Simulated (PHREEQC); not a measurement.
Consider water at 25 °C with 13 mmol/kgw H2S and 8 mmol/kgw HCl. Closed to the air; pH follows from the charge balance.

Model: ion-association model, phreeqc.dat, run in PHREEQC.

```tsv
quantity	before	after
pH	2.13	2.42
HS- (mol/kgw)	2.22e-7	4.24e-7
```

Name the change that produced these shifts.
A. H2S replaced by NH4HS at the same molality
B. HCl replaced by BaCl2 at the same molality
C. HCl from 0.008 to 0.004 mol/kgw
D. HCl replaced by LiCl at the same molality
E. H2S from 0.013 to 0.0026 mol/kgw

C, HCl from 0.008 to 0.004 mol/kgw

No solid was allowed to form.
